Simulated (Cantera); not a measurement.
Input (Python, Cantera) and output of one run.

```python
import numpy as np
import cantera as ct

gas_names = """
    CrO3 N2O NO
""".split()
cond_names = """
    Cr(cr) Cr(L)
""".split()


# ... load() reads the species with a 1 bar reference pressure and builds the phases ...
species = {s.name: s for s in load("nasa_gas.yaml", gas_names) + load("nasa_condensed.yaml", cond_names)}
# Each term lists the table entries of one substance; the one whose range holds T is used.
reactions = {
    'CrO3(g) + 3 N2O(g) = 6 NO(g) + Cr':
        [(-1, ['CrO3']), (-3, ['N2O']), (6, ['NO']), (1, ['Cr(cr)', 'Cr(L)'])],
}


def pick(names, T):
    return next(species[n] for n in names if species[n].thermo.min_temp <= T <= species[n].thermo.max_temp)


results = []
for label, terms in reactions.items():
    print(label)
    print("     T/K   dH/kJ  dS/(J/K)   dG/kJ   log10 K")
    for T in [300, 948, 1048, 1148, 1248, 1348, 1448, 1548]:
        used = [(nu, pick(names, T)) for nu, names in terms]
        dH = sum(nu * s.thermo.h(T) for nu, s in used) / 1e6
        dS = sum(nu * s.thermo.s(T) for nu, s in used) / 1e3
        dG = dH - T * dS / 1e3
        logK = -dG * 1e6 / (ct.gas_constant * T * np.log(10))
        results.append((label, T, dH, dS, dG, logK, [s.name for _, s in used]))
        print(f"{T:8g} {dH:8.1f} {dS:8.1f} {dG:8.1f} {logK:8.2f}")
```

Output:

```
CrO3(g) + 3 N2O(g) = 6 NO(g) + Cr
     T/K   dH/kJ  dS/(J/K)   dG/kJ   log10 K
     300    595.7    362.1    487.1   -84.81
     948    596.1    366.8    248.4   -13.69
    1048    595.3    365.9    211.8   -10.55
    1148    594.5    365.2    175.2    -7.97
    1248    593.8    364.6    138.7    -5.81
    1348    593.2    364.2    102.3    -3.96
    1448    592.8    363.9     65.9    -2.38
    1548    592.5    363.7     29.5    -0.99
```

Source: NASA polynomial tables (part measured, part estimated), evaluated in Cantera. Condensed species are held in their standard states even where they would react or evaporate.
